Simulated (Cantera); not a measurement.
# Formation from one mole of O₂

Cantera with NASA thermochemical tables; ideal gases at 1 bar, condensed phases pure. Values are per mole of reaction as written; species without (g) are pure solids or liquids, kept so even where they would boil at 1 bar.

1.333 B + O₂(g) ⇌ 0.6667 B₂O₃(g)

```json
[
 {"T (K)": "300", "ΔH° (kJ)": "-557.3", "ΔS° (J/K)": "-23.7", "ΔG° (kJ)": "-550.2", "log10 K": "95.80", "condensed phases": "B(s)"},
 {"T (K)": "875", "ΔH° (kJ)": "-558.9", "ΔS° (J/K)": "-26.2", "ΔG° (kJ)": "-535.9", "log10 K": "31.99", "condensed phases": "B(s)"},
 {"T (K)": "1075", "ΔH° (kJ)": "-559.7", "ΔS° (J/K)": "-27.1", "ΔG° (kJ)": "-530.6", "log10 K": "25.78", "condensed phases": "B(s)"},
 {"T (K)": "1275", "ΔH° (kJ)": "-560.7", "ΔS° (J/K)": "-27.9", "ΔG° (kJ)": "-525.1", "log10 K": "21.51", "condensed phases": "B(s)"},
 {"T (K)": "1475", "ΔH° (kJ)": "-561.7", "ΔS° (J/K)": "-28.7", "ΔG° (kJ)": "-519.5", "log10 K": "18.40", "condensed phases": "B(s)"},
 {"T (K)": "1675", "ΔH° (kJ)": "-562.9", "ΔS° (J/K)": "-29.4", "ΔG° (kJ)": "-513.7", "log10 K": "16.02", "condensed phases": "B(s)"},
 {"T (K)": "1875", "ΔH° (kJ)": "-564.2", "ΔS° (J/K)": "-30.1", "ΔG° (kJ)": "-507.7", "log10 K": "14.14", "condensed phases": "B(s)"},
 {"T (K)": "2075", "ΔH° (kJ)": "-565.7", "ΔS° (J/K)": "-30.9", "ΔG° (kJ)": "-501.6", "log10 K": "12.63", "condensed phases": "B(s)"},
 {"T (K)": "2275", "ΔH° (kJ)": "-567.3", "ΔS° (J/K)": "-31.6", "ΔG° (kJ)": "-495.3", "log10 K": "11.37", "condensed phases": "B(s)"},
 {"T (K)": "2475", "ΔH° (kJ)": "-636.3", "ΔS° (J/K)": "-61.0", "ΔG° (kJ)": "-485.4", "log10 K": "10.24", "condensed phases": "B(l)"},
 {"T (K)": "2675", "ΔH° (kJ)": "-638.5", "ΔS° (J/K)": "-61.8", "ΔG° (kJ)": "-473.1", "log10 K": "9.24", "condensed phases": "B(l)"},
 {"T (K)": "2875", "ΔH° (kJ)": "-640.7", "ΔS° (J/K)": "-62.6", "ΔG° (kJ)": "-460.6", "log10 K": "8.37", "condensed phases": "B(l)"}
]
```

Nb + O₂(g) ⇌ NbO₂(g)

| T (K) | ΔH° (kJ) | ΔS° (J/K) | ΔG° (kJ) | log10 K | condensed phases |
|---|---|---|---|---|---|
| 300 | -200.0 | 31.2 | -209.4 | 36.46 | Nb(s) |
| 875 | -204.0 | 23.5 | -224.6 | 13.40 | Nb(s) |
| 1075 | -205.4 | 22.0 | -229.1 | 11.13 | Nb(s) |
| 1275 | -207.0 | 20.7 | -233.4 | 9.56 | Nb(s) |
| 1475 | -208.8 | 19.4 | -237.4 | 8.41 | Nb(s) |
| 1675 | -210.8 | 18.1 | -241.1 | 7.52 | Nb(s) |
| 1875 | -213.1 | 16.8 | -244.6 | 6.81 | Nb(s) |
| 2075 | -215.8 | 15.4 | -247.8 | 6.24 | Nb(s) |
| 2275 | -218.9 | 14.0 | -250.8 | 5.76 | Nb(s) |
| 2475 | -222.5 | 12.5 | -253.4 | 5.35 | Nb(s) |
| 2675 | -226.7 | 10.8 | -255.8 | 4.99 | Nb(s) |
| 2875 | -257.4 | -0.3 | -256.6 | 4.66 | Nb(l) |

C + O₂(g) ⇌ CO₂(g)

```csv
T (K),ΔH° (kJ),ΔS° (J/K),ΔG° (kJ),log10 K
300,-393.5,2.9,-394.4,68.67
875,-394.3,1.5,-395.7,23.62
1075,-394.8,1.1,-395.9,19.24
1275,-395.2,0.7,-396.1,16.23
1475,-395.6,0.4,-396.2,14.03
1675,-396.1,0.1,-396.3,12.36
1875,-396.5,-0.1,-396.3,11.04
2075,-397.0,-0.4,-396.3,9.97
2275,-397.6,-0.6,-396.2,9.10
2475,-398.2,-0.9,-396.0,8.36
2675,-398.9,-1.2,-395.8,7.73
2875,-399.7,-1.4,-395.5,7.19
```

2 Si + O₂(g) ⇌ 2 SiO(g)

```csv
T (K),ΔH° (kJ),ΔS° (J/K),ΔG° (kJ),log10 K,condensed phases
300,-200.9,180.3,-255.0,44.39,Si(s)
875,-208.8,166.1,-354.1,21.14,Si(s)
1075,-212.1,162.7,-387.0,18.80,Si(s)
1275,-215.6,159.7,-419.2,17.17,Si(s)
1475,-219.4,156.9,-450.8,15.97,Si(s)
1675,-223.5,154.3,-482.0,15.03,Si(s)
1875,-327.5,92.9,-501.6,13.97,Si(l)
2075,-331.0,91.1,-520.0,13.09,Si(l)
2275,-334.6,89.4,-538.1,12.35,Si(l)
2475,-338.2,87.9,-555.8,11.73,Si(l)
2675,-341.8,86.5,-573.2,11.19,Si(l)
2875,-345.5,85.2,-590.4,10.73,Si(l)
```
